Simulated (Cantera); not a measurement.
# Reactions in the system C-Na-O

Cantera with NASA thermochemical tables; ideal gases at 1 bar, condensed phases pure. Values are per mole of reaction as written; species without (g) are pure solids or liquids, kept so even where they would boil at 1 bar.

O(g) + 2 Na + CO2(g) → Na2CO3

```csv
T (K),ΔH° (kJ),ΔS° (J/K),ΔG° (kJ),log10 K,condensed phases
300,-986.5,-338.7,-884.9,154.06,"Na(s), Na2CO3(s)"
923,-977.0,-331.6,-670.9,37.97,"Na(l), Na2CO3(s)"
973,-974.9,-329.4,-654.4,35.13,"Na(l), Na2CO3(s)"
1023,-972.6,-327.1,-638.0,32.57,"Na(l), Na2CO3(s)"
1073,-970.0,-324.7,-621.7,30.26,"Na(l), Na2CO3(s)"
1123,-967.2,-322.0,-605.5,28.16,"Na(l), Na2CO3(s)"
1173,-934.8,-293.2,-590.8,26.31,"Na(l), Na2CO3(l)"
1223,-932.1,-291.0,-576.2,24.61,"Na(l), Na2CO3(l)"
1273,-929.4,-288.9,-561.7,23.05,"Na(l), Na2CO3(l)"
1323,-926.8,-286.9,-547.3,21.61,"Na(l), Na2CO3(l)"
1373,-924.3,-285.0,-533.0,20.28,"Na(l), Na2CO3(l)"
```

2 Na2CO3 → O2(g) + 4 Na + 2 CO2(g)

| T (K) | ΔH° (kJ) | ΔS° (J/K) | ΔG° (kJ) | log10 K | condensed phases |
|---|---|---|---|---|---|
| 300 | 1474.5 | 560.3 | 1306.5 | -227.47 | Na2CO3(s), Na(s) |
| 923 | 1449.1 | 533.7 | 956.5 | -54.13 | Na2CO3(s), Na(l) |
| 973 | 1444.7 | 529.1 | 929.9 | -49.92 | Na2CO3(s), Na(l) |
| 1023 | 1439.8 | 524.1 | 903.6 | -46.14 | Na2CO3(s), Na(l) |
| 1073 | 1434.2 | 518.8 | 877.5 | -42.72 | Na2CO3(s), Na(l) |
| 1123 | 1428.1 | 513.3 | 851.7 | -39.61 | Na2CO3(s), Na(l) |
| 1173 | 1363.0 | 455.4 | 828.8 | -36.91 | Na2CO3(l), Na(l) |
| 1223 | 1357.3 | 450.7 | 806.1 | -34.43 | Na2CO3(l), Na(l) |
| 1273 | 1351.8 | 446.2 | 783.7 | -32.16 | Na2CO3(l), Na(l) |
| 1323 | 1346.3 | 442.0 | 761.5 | -30.07 | Na2CO3(l), Na(l) |
| 1373 | 1340.9 | 438.0 | 739.5 | -28.13 | Na2CO3(l), Na(l) |
